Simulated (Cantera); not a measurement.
**B₂O₃ + HCl + O₂ (oxide etching and cleaning by halides)**

Feed: 1 mol B₂O₃, 6.1 mol HCl, 11 mol O₂, held at 1.00 Torr.

Cantera equilibrium calculation (NASA polynomials, part measured and part estimated; ideal gas, pure solids and liquids). Candidate condensed phases: B, B₂O₃, B₃O₃H₃, H₂O; 33 gas species. The tables' values for BOCl are old estimates; treat these amounts as uncertain. The numbers say what is thermodynamically allowed, not how fast it happens.

```csv
T (K),x O₂,x HCl,x Cl₂,x H₂O,x Cl,x HBO₂,x B₂O₃,x (HBO₂)₃,n B₂O₃(l)
800,0.633,0.248,0.0596,0.0596,6.25e-5,8.74e-7,<1e-12,4.94e-5,0.999
850,0.634,0.267,0.0494,0.0494,0.000170,3.83e-6,<1e-12,2.65e-5,0.999
900,0.636,0.281,0.0413,0.0415,0.000411,1.41e-5,1.20e-11,1.49e-5,1.000
950,0.637,0.292,0.0348,0.0352,0.000904,4.46e-5,2.01e-10,8.74e-6,0.999
1000,0.637,0.301,0.0295,0.0303,0.00183,0.000125,2.51e-9,5.37e-6,0.999
1050,0.637,0.307,0.0250,0.0266,0.00343,0.000317,2.45e-8,3.46e-6,0.997
1100,0.637,0.312,0.0211,0.0238,0.00603,0.000736,1.92e-7,2.33e-6,0.994
1150,0.636,0.314,0.0176,0.0218,0.00996,0.00159,1.25e-6,1.66e-6,0.986
1200,0.633,0.313,0.0144,0.0205,0.0155,0.00326,6.90e-6,1.25e-6,0.972
1250,0.630,0.310,0.0115,0.0197,0.0229,0.00633,3.31e-5,9.87e-7,0.945
1300,0.625,0.303,0.00898,0.0192,0.0322,0.0117,0.000140,8.04e-7,0.896
```
x: gas mole fraction; n: condensed amount in mol.

From 800 K to 1300 K the condensed part is B₂O₃(l). The main B-bearing gas is (HBO₂)₃ at 800 K and HBO₂ at 1300 K. The share of B in condensed phases is highest at 900 K (100.0 %) and lowest at 1300 K (89.6 %).
